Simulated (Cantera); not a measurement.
What does this Cantera script print?

```python
import numpy as np
import cantera as ct

gas = ct.Solution("gri30.yaml")


def delay(T, t_max=10):
    gas.TPX = T, 100000, {'CO': 1, 'H2': 1.4, 'CH4': 1.2, 'O2': 3.27, 'N2': 12.3}
    reactor = ct.IdealGasReactor(gas, clone=False)
    net = ct.ReactorNet([reactor])
    net.rtol, net.atol = 1e-8, 1e-16
    while net.time < t_max:
        t_old, T_old = net.time, reactor.T
        net.step()
        if reactor.T > T + 400:  # ignition: a rise of 400 K
            return t_old + (T + 400 - T_old) / (reactor.T - T_old) * (net.time - t_old)
    return np.nan


taus = []
for T in [1200, 1250, 1300, 1350, 1400, 1450, 1500, 1550]:
    taus.append(delay(T))
    print(f"T0 = {T:6g} K   tau = {taus[-1]:.4e} s")
```

It prints:

```
T0 =   1200 K   tau = 6.4262e-04 s
T0 =   1250 K   tau = 4.3502e-04 s
T0 =   1300 K   tau = 3.0368e-04 s
T0 =   1350 K   tau = 2.1831e-04 s
T0 =   1400 K   tau = 1.6134e-04 s
T0 =   1450 K   tau = 1.2228e-04 s
T0 =   1500 K   tau = 9.4760e-05 s
T0 =   1550 K   tau = 7.4839e-05 s
```

Cantera simulation using GRI-Mech 3.0 (53 species, 325 reactions); the numbers are that mechanism's predictions, not measurements.
